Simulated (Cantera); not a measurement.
Ignition delay

Mixture: 29.7 % H₂, 9.25 % O₂, 61.1 % N₂, equivalence ratio 1.6, at 101000 Pa, adiabatic and at constant pressure. Ignition delay is the time to a rise of 400 K.

Cantera simulation using the H2/O2 subset of GRI-Mech 3.0, which has no nitrogen chemistry; the numbers are that mechanism's predictions, not measurements. Where the delays flatten at high temperature, the 400 K rule measures the pace of heat release, not the induction time.

| T0 (K) | delay (ms) |
|---|---|
| 1175 | 0.0806 |
| 1250 | 0.0561 |
| 1325 | 0.0430 |
| 1400 | 0.0357 |
| 1475 | 0.0316 |
| 1550 | 0.0297 |
| 1625 | 0.0291 |
| 1700 | 0.0296 |
| 1775 | 0.0309 |
| 1850 | 0.0329 |
